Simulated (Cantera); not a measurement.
Charge: 1 mol C6H6, 1.4 mol H2, 0.37 mol N2, equilibrated at 652 °C and 18000 Pa.

Cantera equilibrium calculation (NASA polynomials, part measured and part estimated; ideal gas, pure solids and liquids). Candidate condensed phases: C, C6H6, C7H8, C8H18; 92 gas species. Equilibrium is a limit: real reactors are often held back by kinetics, nucleation or transport.

Base state: H2 0.888, N2 0.0800, CH4 0.0322, NH3 4.24e-5 (mole fractions); condensed: C(graphite).

**Question.** What changes in the equilibrium state with this change: temperature from 652 °C to 577 °C?

**Answer.** 
```csv
species,before,after
H2,0.888,0.838
N2,0.0800,0.0836
CH4,0.0322,0.0786
NH3,4.24e-5,7.41e-5
"C(graphite), mol",5.85,5.65
```

**Question.** What changes in the equilibrium state with this change: temperature from 652 °C to 977 °C?

**Answer.** 
```csv
species,before,after
H2,0.888,0.921
N2,0.0800,0.0777
CH4,0.0322,0.00168
HCN,3.77e-7,3.39e-5
NH3,4.24e-5,6.77e-6
"C(graphite), mol",5.85,5.99
```
